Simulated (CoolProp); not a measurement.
Properties of octamethylcyclotetrasiloxane (D4) along the isobar 20 bar.

The numbers come from the reference Helmholtz-energy equation of state, Thol 2015 in CoolProp.

| T (K) | phase | cp (kJ/(kg K)) | cv (kJ/(kg K)) | speed of sound (m/s) | expansivity (1/kK) | fugacity coefficient |
|---|---|---|---|---|---|---|
| 366.6 | liquid | 1.797 | 1.517 | 716.9 | 1.327 | 0.004100 |
| 392.2 | liquid | 1.853 | 1.577 | 644.2 | 1.411 | 0.01105 |
| 417.7 | liquid | 1.911 | 1.638 | 575.0 | 1.517 | 0.02510 |
| 443.2 | liquid | 1.970 | 1.699 | 508.5 | 1.657 | 0.04987 |
| 468.8 | liquid | 2.032 | 1.759 | 443.7 | 1.846 | 0.08902 |
| 494.3 | liquid | 2.096 | 1.818 | 380.5 | 2.118 | 0.1448 |
| 519.9 | liquid | 2.167 | 1.875 | 317.1 | 2.541 | 0.2186 |
| 545.4 | liquid | 2.252 | 1.930 | 252.6 | 3.286 | 0.3088 |
| 571 | liquid | 2.380 | 1.985 | 183.6 | 4.962 | 0.4120 |
